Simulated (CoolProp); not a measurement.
Vapour-liquid equilibrium of dimethyl ether (1) + 1-butene (2) at 7.25 °C; x and y are mole fractions of (1).

The numbers come from the multi-fluid Helmholtz-energy mixture model, Wu 2011 and Lemmon 2005; pair parameters Bell 2016 in CoolProp.

| x | bubble pressure, mixture model (bar) | bubble pressure, Raoult's law (bar) | y, mixture model | y, Raoult's law |
|---|---|---|---|---|
| 0.05 | 1.799 | 1.757 | 0.114 | 0.097 |
| 0.2 | 2.155 | 2.018 | 0.364 | 0.338 |
| 0.35 | … | 2.280 | 0.533 | 0.524 |
| 0.5 | … | 2.541 | … | 0.672 |
| 0.65 | 2.963 | 2.802 | 0.769 | 0.792 |
| 0.8 | … | 3.064 | 0.867 | 0.891 |
| 0.95 | … | 3.325 | … | 0.975 |

Q: What belongs in the gaps?

A: 
- 0.35, bubble pressure, mixture model (bar): 2.462
- 0.5, bubble pressure, mixture model (bar): 2.729
- 0.5, y, mixture model: 0.662
- 0.8, bubble pressure, mixture model (bar): 3.170
- 0.95, bubble pressure, mixture model (bar): 3.356
- 0.95, y, mixture model: 0.965

The largest gap from Raoult's law is +8.0 % in bubble pressure, at x = 0.35. No azeotrope shows between x = 0.05 and 0.95.

The pair parameters rest on a limited set of measurements; away from them the model extrapolates.
